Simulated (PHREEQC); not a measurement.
## Reverse-osmosis permeate: speciation

Model water analysis in mg/L, 25 °C, pH 6.67, pe 8.6:

```csv
constituent,mg/L
Na,1.95
K,0.0773
Ca,1.14
Mg,1.13
Cl,1.43
S(6) as SO4,3.15
Alkalinity as HCO3,8.24
Ba,0.158
Br,0.00614
Li,0.00282
```

Valence states are taken as typed.

Computed with PHREEQC (ion-association model, phreeqc.dat).

- ionic strength: 0.000347 mol/kgw
- charge-balance error: -0.3 %

| species | molality | activity | log γ |
|---|---|---|---|
| HCO3- | 0.000135 | 0.000132 | -0.009 |
| Na+ | 8.48e-5 | 8.30e-5 | -0.009 |
| CO2 | 6.35e-5 | 6.35e-5 | 0.000 |
| Mg+2 | 4.61e-5 | 4.24e-5 | -0.037 |
| Cl- | 4.03e-5 | 3.95e-5 | -0.009 |
| SO4-2 | 3.23e-5 | 2.97e-5 | -0.037 |
| Ca+2 | 2.83e-5 | 2.60e-5 | -0.037 |
| K+ | 1.98e-6 | 1.94e-6 | -0.009 |
| Ba+2 | 1.13e-6 | 1.04e-6 | -0.037 |
| Li+ | 4.06e-7 | 3.98e-7 | -0.009 |
| MgSO4 | 2.95e-7 | 2.95e-7 | 0.000 |
| H+ | 2.18e-7 | 2.14e-7 | -0.009 |
| CaSO4 | 1.37e-7 | 1.37e-7 | 0.000 |
| Br- | 7.68e-8 | 7.52e-8 | -0.009 |

Precipitation was switched off in this run.
